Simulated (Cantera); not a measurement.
A closed system holds: 1 mol V2O5, 0.48 mol H2, 7.2 mol H2O, held at 10.0 Torr.

Method: chemical equilibrium by Gibbs-energy minimisation in Cantera with the NASA 1993 tables (ideal gas, pure condensed phases). Candidate condensed phases: H2O, V, VO, V2O3, V2O4, V2O5; 12 gas species. Mutual solubility and eutectic melting of coexisting phases are not modelled. Condensed phases not in the tables: the oxides between V2O3 and V2O5 other than VO2. Gases not in the tables: V4O10. The numbers say what is thermodynamically allowed, not how fast it happens.

x: gas mole fraction; n: condensed amount in mol.

| T (K) | x H2O | x VO2 | x O2 | x H2 | x OH | n V2O4(s) | n V2O5(s) | n V2O5(l) | n V2O4(l) |
|---|---|---|---|---|---|---|---|---|---|
| 850 | 1.000 | <1e-12 | 0.000152 | 3.22e-10 | 5.59e-9 | 0.482 | 0.518 | 0 | 0 |
| 950 | 0.993 | <1e-12 | 0.00658 | 1.93e-9 | 1.60e-7 | 0.582 | 0 | 0.418 | 0 |
| 1050 | 0.968 | ? | 0.0315 | ? | ? | 0.980 | 0 | ? | 0 |
| 1150 | 0.967 | 1.12e-10 | 0.0327 | 1.99e-7 | 8.47e-6 | 1.00 | 0 | 0 | 0 |
| 1250 | 0.967 | 5.08e-9 | 0.0327 | 1.60e-6 | 3.31e-5 | 1.00 | 0 | 0 | 0 |
| 1350 | 0.967 | 1.29e-7 | 0.0327 | 9.45e-6 | 0.000105 | 1.000 | 0 | 0 | 0 |
| 1450 | 0.967 | 2.05e-6 | 0.0327 | 4.39e-5 | 0.000287 | 1.000 | 0 | 0 | 0 |
| 1550 | 0.966 | 2.25e-5 | 0.0326 | 0.000167 | 0.000685 | 1.000 | 0 | 0 | 0 |
| 1650 | 0.965 | 0.000183 | 0.0326 | 0.000543 | 0.00147 | 0.999 | 0 | 0 | 0 |
| 1750 | 0.962 | 0.00115 | 0.0327 | 0.00154 | 0.00290 | 0.995 | 0 | 0 | 0 |
| 1850 | 0.952 | 0.00550 | 0.0330 | 0.00385 | 0.00529 | 0 | 0 | 0 | 0.978 |
| 1950 | 0.928 | ? | 0.0338 | ? | ? | 0 | 0 | 0 | 0.921 |
| 2050 | 0.870 | 0.0596 | 0.0350 | 0.0168 | 0.0144 | 0 | 0 | 0 | 0.744 |

Problem. Fill in the missing entries.

Solution. 
- 1050, x VO2: 1.16e-12
- 1050, x H2: 1.71e-8
- 1050, x OH: 1.66e-6
- 1050, n V2O5(l): 0.0201
- 1950, x VO2: 0.0194
- 1950, x H2: 0.00856
- 1950, x OH: 0.00904
